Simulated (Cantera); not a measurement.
Thermodynamics of carbothermic reduction, feed Fe₃O₄ + CH₄ + H₂

Feed: 1 mol Fe₃O₄, 0.88 mol CH₄, 3.6 mol H₂, at 360 Pa.

Equilibrium computed with Cantera from the NASA thermochemical tables; the gas is ideal and each condensed phase is pure. Candidate condensed phases: C, C₆H₆, C₇H₈, C₈H₁₈, Fe, Fe(CO)₅, FeO, Fe(OH)₂, Fe(OH)₃, Fe₂O₃, Fe₃O₄, H₂O; 114 gas species. Each liquid is taken as pure. Mutual solubility and eutectic melting of coexisting phases are not modelled. The tables' stoichiometric FeO is somewhat more stable than real wüstite, so its field is too wide. FeO: taken at fixed stoichiometry. Equilibrium is a limit: real reactors are often held back by kinetics, nucleation or transport.

From 1850 K to 2050 K the condensed part is Fe(l) + FeO(l). From 2100 K to 2150 K the condensed part is FeO(l). From 2200 K to 2500 K nothing is condensed. The main Fe-bearing gas is Fe throughout.

```csv
T (K),x H₂,x Fe,x H₂O,x H,x CO,x OH,x O,x CO₂,x FeO,n Fe(l),n FeO(l)
1850,0.575,0.0163,0.263,0.00681,0.124,0.000230,2.08e-6,0.0141,0.000100,1.54,1.35
1900,0.563,0.0310,0.260,0.00992,0.122,0.000377,4.99e-6,0.0134,0.000221,1.45,1.34
1950,0.543,0.0569,0.253,0.0141,0.119,0.000596,1.14e-5,0.0126,0.000467,1.28,1.34
2000,0.512,0.101,0.240,0.0194,0.114,0.000909,2.52e-5,0.0116,0.000948,0.946,1.33
2050,0.463,0.175,0.219,0.0257,0.104,0.00133,5.33e-5,0.0103,0.00185,0.308,1.33
2100,0.389,0.233,0.234,0.0324,0.0938,0.00231,0.000137,0.0114,0.00351,0,1.02
2150,0.313,0.272,0.266,0.0393,0.0846,0.00431,0.000382,0.0140,0.00642,0,0.519
2200,0.246,0.304,0.290,0.0466,0.0757,0.00766,0.00101,0.0169,0.0110,0,0
2250,0.240,0.300,0.282,0.0607,0.0754,0.0107,0.00186,0.0162,0.0119,0,0
2300,0.233,0.295,0.271,0.0779,0.0749,0.0146,0.00332,0.0155,0.0127,0,0
2350,0.226,0.289,0.256,0.0987,0.0742,0.0193,0.00572,0.0146,0.0133,0,0
2400,0.217,0.282,0.238,0.124,0.0733,0.0249,0.00947,0.0136,0.0137,0,0
2450,0.208,0.274,0.215,0.153,0.0721,0.0308,0.0150,0.0123,0.0136,0,0
2500,0.198,0.265,0.188,0.186,0.0707,0.0367,0.0228,0.0109,0.0130,0,0
```
x: gas mole fraction; n: condensed amount in mol.
